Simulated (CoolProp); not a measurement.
R115 along the isotherm -43.75 °C: density (kg/m³) from the reference equation and from simpler models built on Tc = 80.0 °C, pc = 3.129 MPa, ω = 0.248; each cubic takes its own stable root.

Computed with CoolProp (reference Helmholtz-energy equation of state, Lemmon 2016).

```json
[
 {"p (MPa)": "3.13", "phase": "liquid", "reference": "1573", "Soave-Redlich-Kwong": "1498", "Peng-Robinson": "1691"},
 {"p (MPa)": "6.26", "phase": "liquid", "reference": "1584", "Soave-Redlich-Kwong": "1514", "Peng-Robinson": "1706"},
 {"p (MPa)": "9.39", "phase": "liquid", "reference": "1593", "Soave-Redlich-Kwong": "1528", "Peng-Robinson": "1720"},
 {"p (MPa)": "12.5", "phase": "liquid", "reference": "1603", "Soave-Redlich-Kwong": "1541", "Peng-Robinson": "1732"},
 {"p (MPa)": "15.6", "phase": "liquid", "reference": "1611", "Soave-Redlich-Kwong": "1552", "Peng-Robinson": "1743"},
 {"p (MPa)": "18.8", "phase": "liquid", "reference": "1620", "Soave-Redlich-Kwong": "1563", "Peng-Robinson": "1754"},
 {"p (MPa)": "21.9", "phase": "liquid", "reference": "1627", "Soave-Redlich-Kwong": "1573", "Peng-Robinson": "1764"},
 {"p (MPa)": "25", "phase": "liquid", "reference": "1635", "Soave-Redlich-Kwong": "1582", "Peng-Robinson": "1773"},
 {"p (MPa)": "28.2", "phase": "liquid", "reference": "1642", "Soave-Redlich-Kwong": "1591", "Peng-Robinson": "1782"},
 {"p (MPa)": "31.3", "phase": "liquid", "reference": "1649", "Soave-Redlich-Kwong": "1599", "Peng-Robinson": "1790"}
]
```
